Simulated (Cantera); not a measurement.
Input: 1 mol CH2F2, 2.6 mol F2, at 775 K and 0.100 bar.

Method: chemical equilibrium by Gibbs-energy minimisation in Cantera with the NASA 1993 tables (ideal gas, pure condensed phases). Candidate condensed phases: C, C6H6, C7H8, C8H18; 95 gas species. Condensed phases not in the tables: fluorocarbon polymer. Gases not in the tables: C2F6 and larger saturated fluorocarbons. Kinetics and transport are ignored.

Base state: HF 0.554, CF4 0.277, F2 0.163, F 0.00713 (mole fractions); condensed: gas only.

### Question
What changes in the equilibrium state with this change: temperature from 775 K to 798.15 K?

### Answer
```json
[
 {"species": "HF", "before": "0.554", "after": "0.553"},
 {"species": "CF4", "before": "0.277", "after": "0.276"},
 {"species": "F2", "before": "0.163", "after": "0.161"},
 {"species": "F", "before": "0.00713", "after": "0.0102"}
]
```
